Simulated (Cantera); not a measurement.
A closed system holds: 1 mol Fe2O3, 1.5 mol CH4, 0.11 mol H2, held at 1798 K and 1.33 mbar.

Method: chemical equilibrium by Gibbs-energy minimisation in Cantera with the NASA 1993 tables (ideal gas, pure condensed phases). Candidate condensed phases: C, C6H6, C7H8, C8H18, Fe, Fe(CO)5, FeO, Fe(OH)2, Fe(OH)3, Fe2O3, Fe3O4, H2O; 114 gas species. Mutual solubility and eutectic melting of coexisting phases are not modelled. The tables' stoichiometric FeO is somewhat more stable than real wüstite, so its field is too wide. FeO: taken at fixed stoichiometry. Kinetics and transport are ignored.

Base state: H2 0.450, CO 0.283, H2O 0.205, CO2 0.0339, Fe 0.0215, H 0.00647, OH 0.000194, FeO 0.000114 (mole fractions); condensed: Fe(δ) + FeO(l).

Question: What changes in the equilibrium state with this change: CH4 from 1.5 to 2.6 mol?

Answer: 
```tsv
species	before	after
H2	0.450	0.607
CO	0.283	0.315
H2O	0.205	0.0433
CO2	0.0339	0.00589
Fe	0.0215	0.0215
Fe(OH)2	2.92e-5	9.69e-7
FeO	0.000114	1.78e-5
OH	0.000194	3.53e-5
H	0.00647	0.00751
Fe(δ), mol	1.53	1.83
FeO(l), mol	0.370	0
```

Question: What changes in the equilibrium state with this change: temperature from 1798 K to 2350 K?

Answer: 
| species | before | after |
|---|---|---|
| Fe | 0.0215 | 0.265 |
| H2 | 0.450 | 0.198 |
| CO | 0.283 | 0.182 |
| H | 0.00647 | 0.152 |
| OH | 0.000194 | 0.0186 |
| CO2 | 0.0339 | 0.0224 |
| H2O | 0.205 | 0.141 |
| O2 | 4.35e-7 | 0.00284 |
| O | 2.16e-6 | 0.00964 |
| FeO | 0.000114 | 0.00764 |
| Fe(OH)2 | 2.92e-5 | 1.07e-5 |
| Fe(δ), mol | 1.53 | 0 |
| FeO(l), mol | 0.370 | 0 |

Question: What changes in the equilibrium state with this change: pressure from 1.33 mbar to 3.20 mbar?

Answer: 
```
species        before     after
-----------  --------  --------
H2              0.450     0.457
CO              0.283     0.287
H2O             0.205     0.208
Fe             0.0215   0.00894
CO2            0.0339    0.0343
FeO          0.000114   4.73e-5
H             0.00647   0.00421
OH           0.000194  0.000126
Fe(OH)2       2.92e-5   2.97e-5
Fe(δ), mol       1.53      1.59
FeO(l), mol     0.370     0.369
```
